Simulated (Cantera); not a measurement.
An adiabatic, constant-pressure homogeneous reactor starts with 8.38 % CH4, 19.3 % O2, 72.4 % N2, at 1475 K and 10.0 bar.

Cantera simulation using GRI-Mech 3.0 (53 species, 325 reactions); the numbers are that mechanism's predictions, not measurements.

Predict: time of steepest temperature rise; temperature at 4.00 s; equilibrium temperature; x(O2) at 4.00 s; x(H) at 4.00 s; x(NO) at 4.00 s; x(HCO) at 4.00 s.


| Quantity | Result |
|---|---|
| time of steepest temperature rise | 0.226 ms |
| temperature at 4.00 s | 2819 K |
| equilibrium temperature | 2819 K |
| x(O2) at 4.00 s | 0.0269 (gas-phase equilibrium 0.0269) |
| x(H) at 4.00 s | 0.00229 (gas-phase equilibrium 0.00229) |
| x(NO) at 4.00 s | 0.0128 (gas-phase equilibrium 0.0128) |
| x(HCO) at 4.00 s | 4.23e-8 (gas-phase equilibrium 4.23e-8) |
